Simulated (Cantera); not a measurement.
A perfectly stirred reactor is fed with NO : N₂ = 1 : 6.5 (molar parts), at 0.133 bar; it is held at 1950 K, and followed from long to short residence time.

Cantera simulation using GRI-Mech 3.0 (53 species, 325 reactions); the numbers are that mechanism's predictions, not measurements.

What does this change do: 0.72 parts H2O added?


| quantity | before | after |
|---|---|---|
| x(NO) at τ = 1.20 s | 0.125 | 0.108 |
| x(N₂O) at τ = 1.20 s | 6.72e-6 | 2.71e-6 |
| x(N₂) at τ = 1.20 s | 0.871 | 0.797 |
| x(NO₂) at τ = 1.20 s | 1.41e-5 | 1.33e-5 |
| x(O) at τ = 1.20 s | 0.000102 | 0.000104 |
| x(NO) at τ = 43.0 ms | 0.133 | 0.121 |
| x(N₂O) at τ = 43.0 ms | 7.18e-6 | 3.91e-6 |
| x(N₂) at τ = 43.0 ms | 0.867 | 0.790 |
| x(NO₂) at τ = 43.0 ms | 7.00e-6 | 6.88e-6 |
| x(O) at τ = 43.0 ms | 4.95e-5 | 1.97e-5 |
